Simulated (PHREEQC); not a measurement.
0.9 g of hydrous ferric oxide (600 m²/g; 0.2 weak and 0.005 strong sites per Fe, Dzombak-Morel constants, diffuse double layer) in 1 kg of water with 0.005 mol/kgw of an inert sodium salt and 3.1e-05 mol/kgw CaCl2 and 2.7e-06 mol/kgw BaCl2, at 25 °C; the pH is set by adding NaOH or the inert anion's acid. Oxygen alone is held at its pressure in air (log pO2 = -0.68). No CO2 enters from the air. Nothing may precipitate in this run.

Base run: PHREEQC, ion-association model, wateq4f.dat. Each further column changes one thing. The table gives Ba sorbed (%).

```
pH   base  no electrostatic term (-no_edl)  background salt from 0.005 to 0.0005 mol/kgw  oxide from 0.9 to 4.5 g/kgw
---  ----  -------------------------------  --------------------------------------------  ---------------------------
3     0.0                              0.1                                           0.0                          0.0
3.5   0.0                              0.2                                           0.0                          0.0
4     0.0                              0.5                                           0.0                          0.0
4.5   0.0                              1.7                                           0.0                          0.0
5     0.0                              5.0                                           0.0                          0.0
5.5   0.0                       (withheld)                                           0.0                          0.1
6     0.1                             31.7                                           0.1                          0.6
6.5   0.8                             54.2                                           0.7                          4.0
7     6.1                             71.2                                    (withheld)                         24.7
7.5  33.1                       (withheld)                                          35.1                   (withheld)
8    75.1                             83.2                                          77.5                         95.6
8.5  94.8                             82.8                                          95.8                         99.5
9    99.3                             78.2                                          99.5                         99.9
```

Problem. Complete the blanks.

Solution. 
- 5.5, no electrostatic term (-no_edl): 13.9
- 7, background salt from 0.005 to 0.0005 mol/kgw: 6.2
- 7.5, no electrostatic term (-no_edl): 80.0
- 7.5, oxide from 0.9 to 4.5 g/kgw: 72.4

The oxide is taken as insoluble; below pH 4 it would dissolve.
